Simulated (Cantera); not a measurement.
Feed: 1 mol (CH₃)₂SiCl₂, 0.62 mol C₂H₄, 1.3 mol H₂, equilibrated at 1348.15 K and 0.100 bar.

Equilibrium computed with Cantera from the NASA thermochemical tables; the gas is ideal and each condensed phase is pure. Candidate condensed phases: C, C₆H₆, C₇H₈, C₈H₁₈, Si, SiC; 109 gas species. The feed counts by its element totals alone. The tables' values for SiCl₃ are old estimates; treat these amounts as uncertain. Kinetics and transport are ignored.

Base state: H₂ 0.708, HCl 0.285, SiCl₄ 0.00385, SiCl₂ 0.00121, SiCl₃ 0.000965, SiHCl₃ 0.000543, CH₄ 0.000292, SiH₂Cl₂ 1.12e-5 (mole fractions); condensed: C(graphite) + SiC(s).

Q: What changes in the equilibrium state with this change: pressure from 0.100 bar to 0.0500 bar?

A: 
```csv
species,before,after
H₂,0.708,0.703
HCl,0.285,0.292
SiCl₄,0.00385,0.00216
CH₄,0.000292,0.000144
SiH₂Cl₂,1.12e-5,5.88e-6
SiHCl₃,0.000543,0.000295
SiCl₃,0.000965,0.000744
SiCl₂,0.00121,0.00129
"C(graphite), mol",2.28,2.27
"SiC(s), mol",0.957,0.971
```

Q: What changes in the equilibrium state with this change: C₂H₄ from 0.62 to 0.025 mol?

A: 
```tsv
species	before	after
H₂	0.708	0.654
HCl	0.285	0.333
SiCl₄	0.00385	0.00837
SiCl₃	0.000965	0.00173
SiHCl₃	0.000543	0.000935
SiCl₂	0.00121	0.00179
SiH₂Cl₂	1.12e-5	1.52e-5
CH₄	0.000292	0.000249
C(graphite), mol	2.28	1.12
SiC(s), mol	0.957	0.932
```
